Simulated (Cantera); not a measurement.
Input: 1 mol CH3SiH3, 0.36 mol C2H4, a varied amount of H2, at 702 °C and 3400 Pa.

Equilibrium computed with Cantera from the NASA thermochemical tables; the gas is ideal and each condensed phase is pure. Candidate condensed phases: C, C6H6, C7H8, C8H18, Si, SiC; 87 gas species. The feed counts by its element totals alone. The numbers say what is thermodynamically allowed, not how fast it happens.

x: gas mole fraction; n: condensed amount in mol.

```json
[
 {"n(H2) (mol)": "1.3", "x H2": "0.996", "x CH4": "0.00424", "x C2H4": "1.77e-8", "x H": "6.19e-9", "x C2H6": "2.54e-9", "n C(graphite)": "0.699", "n SiC(s)": "1.00"},
 {"n(H2) (mol)": "2.5", "x H2": "0.996", "x CH4": "0.00424", "x C2H4": "1.77e-8", "x H": "6.19e-9", "x C2H6": "2.54e-9", "n C(graphite)": "0.694", "n SiC(s)": "1.00"},
 {"n(H2) (mol)": "4.6", "x H2": "0.996", "x CH4": "0.00424", "x C2H4": "1.77e-8", "x H": "6.19e-9", "x C2H6": "2.54e-9", "n C(graphite)": "0.685", "n SiC(s)": "1.00"},
 {"n(H2) (mol)": "8.6", "x H2": "0.996", "x CH4": "0.00424", "x C2H4": "1.77e-8", "x H": "6.19e-9", "x C2H6": "2.54e-9", "n C(graphite)": "0.668", "n SiC(s)": "1.00"},
 {"n(H2) (mol)": "16", "x H2": "0.996", "x CH4": "0.00424", "x C2H4": "1.77e-8", "x H": "6.19e-9", "x C2H6": "2.54e-9", "n C(graphite)": "0.637", "n SiC(s)": "1.00"},
 {"n(H2) (mol)": "30", "x H2": "0.996", "x CH4": "0.00424", "x C2H4": "1.77e-8", "x H": "6.19e-9", "x C2H6": "2.54e-9", "n C(graphite)": "(withheld)", "n SiC(s)": "1.00"},
 {"n(H2) (mol)": "56", "x H2": "0.996", "x CH4": "0.00424", "x C2H4": "1.77e-8", "x H": "6.19e-9", "x C2H6": "2.54e-9", "n C(graphite)": "(withheld)", "n SiC(s)": "1.00"},
 {"n(H2) (mol)": "100", "x H2": "0.996", "x CH4": "0.00424", "x C2H4": "1.77e-8", "x H": "6.19e-9", "x C2H6": "2.54e-9", "n C(graphite)": "(withheld)", "n SiC(s)": "1.00"},
 {"n(H2) (mol)": "190", "x H2": "0.996", "x CH4": "0.00373", "x C2H4": "1.37e-8", "x H": "6.19e-9", "x C2H6": "1.97e-9", "n C(graphite)": "0", "n SiC(s)": "1.00"},
 {"n(H2) (mol)": "360", "x H2": "0.998", "x CH4": "0.00198", "x C2H4": "3.87e-9", "x H": "6.20e-9", "x C2H6": "5.55e-10", "n C(graphite)": "0", "n SiC(s)": "1.00"}
]
```

Problem. What belongs in the gaps?

Solution. 
- 30, n C(graphite): 0.578
- 56, n C(graphite): 0.468
- 100, n C(graphite): 0.283
